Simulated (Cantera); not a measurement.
## MgCl2 + H2 (halide evaporation, hydrolysis and transport)

Input: 1 mol MgCl2, 0.51 mol H2, at 1948.15 K.

These are equilibrium values from Cantera (NASA tables, ideal gas, pure condensed phases), not measurements of a reactor. Candidate condensed phases: Mg, MgCl2; 10 gas species. The tables' values for MgH are old estimates; treat these amounts as uncertain. Equilibrium is a limit: real reactors are often held back by kinetics, nucleation or transport.

```json
[
 {"P (Pa)": "0.100", "log p MgCl2": "-9.09", "log p Cl": "-6.33", "log p HCl": "-7.11", "log p H2": "-7.69", "log p Mg": "-6.57", "log p H": "-6.79", "log p MgCl": "-9.08"},
 {"P (Pa)": "1", "log p MgCl2": "-6.33", "log p Cl": "-5.46", "log p HCl": "-5.65", "log p H2": "-6.53", "log p Mg": "-5.55", "log p H": "-6.21", "log p MgCl": "-7.19"},
 {"P (Pa)": "10", "log p MgCl2": "-4.57", "log p Cl": "-5.00", "log p HCl": "-4.50", "log p H2": "-5.14", "log p Mg": "-4.70", "log p H": "-5.51", "log p MgCl": "-5.89"},
 {"P (Pa)": "100", "log p MgCl2": "-3.36", "log p Cl": "-4.79", "log p HCl": "-3.62", "log p H2": "-3.79", "log p Mg": "-3.91", "log p H": "-4.84", "log p MgCl": "-4.89"},
 {"P (Pa)": "1000", "log p MgCl2": "-2.27", "log p Cl": "-4.61", "log p HCl": "-2.85", "log p H2": "-2.62", "log p Mg": "-3.18", "log p H": "-4.26", "log p MgCl": "-3.98"},
 {"P (Pa)": "10000", "log p MgCl2": "-1.22", "log p Cl": "-4.44", "log p HCl": "-2.14", "log p H2": "-1.54", "log p Mg": "-2.48", "log p H": "-3.72", "log p MgCl": "-3.11"},
 {"P (Pa)": "100000", "log p MgCl2": "-0.20", "log p Cl": "-4.26", "log p HCl": "-1.44", "log p H2": "-0.50", "log p Mg": "-1.82", "log p H": "-3.20", "log p MgCl": "-2.26"}
]
```
log p: log10 of the partial pressure in bar; nothing condenses.

From 0.000750 Torr to 750 Torr nothing is condensed. The main Mg-bearing gas is Mg at 0.000750 Torr and MgCl2 at 750 Torr.
